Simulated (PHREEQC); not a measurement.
Model water analysis in mmol/kgw, 20 °C, pH 6.71, pe 11.3:

| constituent | mmol/kgw |
|---|---|
| Na | 0.057 |
| K | 0.000252 |
| Ca | 0.0215 |
| Mg | 0.00259 |
| Cl | 0.01 |
| S(6) | 0.033 |
| Alkalinity (meq/kgw) | 0.0296 |
| N(5) | 1.89e-05 |
| Br | 0.000267 |
| Zn | 0.000639 |

Valence states are taken as typed.

The numbers come from PHREEQC with the ion-association model, wateq4f.dat.

- ionic strength = 0.000164 mol/kgw
- charge-balance error = 0.4 %

```
species  molality  activity   log γ
-------  --------  --------  ------
Na+       5.70e-5   5.62e-5  -0.006
SO4-2     3.28e-5   3.10e-5  -0.025
HCO3-     2.97e-5   2.93e-5  -0.006
Ca+2      2.14e-5   2.02e-5  -0.025
CO2       1.38e-5   1.38e-5   0.000
Cl-       1.00e-5   9.85e-6  -0.006
Mg+2      2.57e-6   2.43e-6  -0.025
Zn+2      6.29e-7   5.94e-7  -0.025
Br-       2.67e-7   2.63e-7  -0.006
K+        2.52e-7   2.48e-7  -0.006
H+        1.98e-7   1.95e-7  -0.006
CaSO4     1.19e-7   1.19e-7   0.000
OH-       3.53e-8   3.48e-8  -0.006
NO3-      1.89e-8   1.86e-8  -0.006
```

No solid was allowed to form. Species that the database lacks are ignored.
